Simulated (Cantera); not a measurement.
# Ni + H2S + H2 (metals in furnace atmospheres)

Feed: 1 mol Ni, 1.8 mol H2S, 95 mol H2, equilibrated at 165 Torr.

These are equilibrium values from Cantera (NASA tables, ideal gas, pure condensed phases), not measurements of a reactor. Candidate condensed phases: Ni, NiS, NiS2, Ni3S2, Ni3S4, S; 9 gas species. Metal and sulfide melt together well below either melting point, which pure phases cannot show. Mutual solubility and eutectic melting of coexisting phases are not modelled. Equilibrium is a limit: real reactors are often held back by kinetics, nucleation or transport.

From 700 K to 1000 K the condensed part is Ni3S2(s). From 1100 K to 1400 K the condensed part is Ni3S2(l). At 1500 K the condensed part is Ni(s) + Ni3S2(l).

```json
[
 {"T (K)": "700", "x H2": "0.988", "x H2S": "0.0117", "x SH": "3.24e-11", "x S2": "3.52e-12", "x H": "<1e-12", "x S": "<1e-12", "x Ni": "<1e-12", "x NiS": "<1e-12", "n Ni3S2(s)": "0.333", "n Ni3S2(l)": "0", "n Ni(s)": "0"},
 {"T (K)": "800", "x H2": "0.988", "x H2S": "0.0117", "x SH": "1.09e-9", "x S2": "1.59e-10", "x H": "6.14e-12", "x S": "<1e-12", "x Ni": "<1e-12", "x NiS": "<1e-12", "n Ni3S2(s)": "0.333", "n Ni3S2(l)": "0", "n Ni(s)": "0"},
 {"T (K)": "900", "x H2": "0.988", "x H2S": "0.0117", "x SH": "1.68e-8", "x S2": "3.14e-9", "x H": "2.48e-10", "x S": "<1e-12", "x Ni": "<1e-12", "x NiS": "<1e-12", "n Ni3S2(s)": "0.333", "n Ni3S2(l)": "0", "n Ni(s)": "0"},
 {"T (K)": "1000", "x H2": "0.988", "x H2S": "0.0117", "x SH": "1.52e-7", "x S2": "3.46e-8", "x H": "4.81e-9", "x S": "2.74e-12", "x Ni": "<1e-12", "x NiS": "<1e-12", "n Ni3S2(s)": "0.333", "n Ni3S2(l)": "0", "n Ni(s)": "0"},
 {"T (K)": "1100", "x H2": "0.988", "x H2S": "0.0117", "x SH": "9.16e-7", "x S2": "2.48e-7", "x H": "5.48e-8", "x S": "7.79e-11", "x Ni": "<1e-12", "x NiS": "1.71e-12", "n Ni3S2(s)": "0", "n Ni3S2(l)": "0.333", "n Ni(s)": "0"},
 {"T (K)": "1200", "x H2": "0.988", "x H2S": "0.0117", "x SH": "4.11e-6", "x S2": "1.28e-6", "x H": "4.18e-7", "x S": "1.27e-9", "x Ni": "3.48e-11", "x NiS": "6.36e-11", "n Ni3S2(s)": "0", "n Ni3S2(l)": "0.333", "n Ni(s)": "0"},
 {"T (K)": "1300", "x H2": "0.988", "x H2S": "0.0117", "x SH": "1.46e-5", "x S2": "5.15e-6", "x H": "2.34e-6", "x S": "1.36e-8", "x Ni": "1.06e-9", "x NiS": "1.33e-9", "n Ni3S2(s)": "0", "n Ni3S2(l)": "0.333", "n Ni(s)": "0"},
 {"T (K)": "1400", "x H2": "0.988", "x H2S": "0.0116", "x SH": "4.33e-5", "x S2": "1.69e-5", "x H": "1.03e-5", "x S": "1.03e-7", "x Ni": "1.96e-8", "x NiS": "1.77e-8", "n Ni3S2(s)": "0", "n Ni3S2(l)": "0.333", "n Ni(s)": "0"},
 {"T (K)": "1500", "x H2": "0.988", "x H2S": "0.0121", "x SH": "0.000116", "x S2": "5.20e-5", "x H": "3.73e-5", "x S": "6.26e-7", "x Ni": "2.34e-7", "x NiS": "1.66e-7", "n Ni3S2(s)": "0", "n Ni3S2(l)": "0.302", "n Ni(s)": "0.0952"}
]
```
x: gas mole fraction; n: condensed amount in mol.
